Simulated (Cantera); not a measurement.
An isothermal, constant-pressure homogeneous reactor starts with 0.224 % H2, 20.4 % O2, 79.4 % N2, equivalence ratio 0.0055, at 1300 K and 0.0133 bar.

Model: GRI-Mech 3.0 (53 species, 325 reactions), integrated in Cantera. Radical loss at walls, strong at low pressure, is not modelled.

x: mole fraction; the columns are a selection and need not sum to one.

```
t (s)        x H2   x O2       x O       x H     x N2O      x OH    x H2O2
--------  -------  -----  --------  --------  --------  --------  --------
0.000700  0.00224  0.204   1.53e-9  4.74e-10    <1e-12   1.41e-9    <1e-12
0.00163   0.00224  0.204   5.50e-9  9.27e-10    <1e-12   4.71e-9  1.12e-12
0.00382   0.00224  0.204   2.93e-8   3.51e-9    <1e-12   2.33e-8  5.10e-12
0.00891   0.00224  0.204   5.65e-7   6.09e-8    <1e-12   4.35e-7  1.98e-11
0.0208    0.00178  0.203  0.000302   3.48e-5  6.52e-11  0.000206   2.40e-9
0.0485    1.15e-5  0.202   0.00192   8.56e-5   4.15e-9  0.000240   2.90e-9
0.113     9.37e-6  0.202   0.00182   7.70e-5   1.21e-8  0.000227   2.70e-9
0.265           ?  0.202         ?         ?         ?  0.000214   2.61e-9
0.618     6.51e-6  0.202   0.00125   4.39e-5   2.35e-8  0.000189   2.39e-9
1.44      3.99e-6  0.202  0.000753   2.07e-5   2.52e-8  0.000148   1.95e-9
3.37      1.74e-6  0.203  0.000325   5.90e-6   2.70e-8   9.81e-5   1.25e-9
7.86      5.50e-7  0.203  0.000102   1.04e-6   2.80e-8   5.52e-5  5.68e-10
18.3      1.44e-7  0.203   2.66e-5   1.39e-7   2.66e-8   2.83e-5  1.90e-10
42.8            ?  0.203         ?         ?         ?         ?  5.60e-11
100       1.11e-8  0.203   2.04e-6   2.98e-9   1.07e-8   7.88e-6  1.78e-11
```

### Question
What belongs in the gaps?

### Answer

- 0.265, x H2: 8.35e-6
- 0.265, x O: 0.00162
- 0.265, x H: 6.44e-5
- 0.265, x N2O: 1.97e-8
- 42.8, x H2: 3.74e-8
- 42.8, x O: 6.88e-6
- 42.8, x H: 1.84e-8
- 42.8, x N2O: 2.05e-8
- 42.8, x OH: 1.45e-5
